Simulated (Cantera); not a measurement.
A freely propagating, adiabatic, planar premixed flame of 37.1 % H₂, 13.2 % O₂, 49.7 % N₂, unburnt at 500 K and 0.990 bar; mixture-averaged transport, grid criteria slope 0.08 and curve 0.16, no radiation.

Computed with Cantera and the H2/O2 subset of GRI-Mech 3.0, which has no nitrogen chemistry. Burning velocities carry a grid error of a few per cent, more on coarse grids.

Predict: laminar burning velocity; thermal thickness; peak x(H); peak x(H₂O₂); peak x(O); peak x(OH).


| Quantity | Result |
|---|---|
| laminar burning velocity | 652 cm/s |
| thermal thickness | 0.430 mm |
| peak x(H) | 0.0818 |
| peak x(H₂O₂) | 2.94e-5 |
| peak x(O) | 0.00787 |
| peak x(OH) | 0.0122 |
